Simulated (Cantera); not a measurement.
An isothermal, constant-pressure homogeneous reactor starts with CH₄ : CO₂ = 1 : 0.98 (molar parts), at 1525 K and 0.780 bar. Integrator tolerance rtol = 1e-08.

Computed with Cantera and GRI-Mech 3.0 (53 species, 325 reactions).

```
quantity                                            before                                    after
-----------------  ---------------------------------------  ---------------------------------------
x(CH₄) at 30.0 s    0.0266 (gas-phase equilibrium 0.00401)    0.0542 (gas-phase equilibrium 0.0513)
x(CO₂) at 30.0 s    0.0255 (gas-phase equilibrium 1.11e-5)  0.00499 (gas-phase equilibrium 4.70e-7)
x(H₂O₂) at 30.0 s    <1e-12 (gas-phase equilibrium <1e-12)    <1e-12 (gas-phase equilibrium <1e-12)
x(H₂) at 30.0 s        0.411 (gas-phase equilibrium 0.498)      0.519 (gas-phase equilibrium 0.542)
x(C₂H₆) at 30.0 s  5.84e-6 (gas-phase equilibrium 1.21e-7)  2.07e-5 (gas-phase equilibrium 1.82e-5)
```

Question: Name the change that produced these shifts.
A. CH4 1 to 2.1 parts
B. temperature 1525 to 2050 K
C. pressure from 0.780 bar to 10.0 bar
D. temperature 1525 to 1750 K

Answer: A, CH4 1 to 2.1 parts
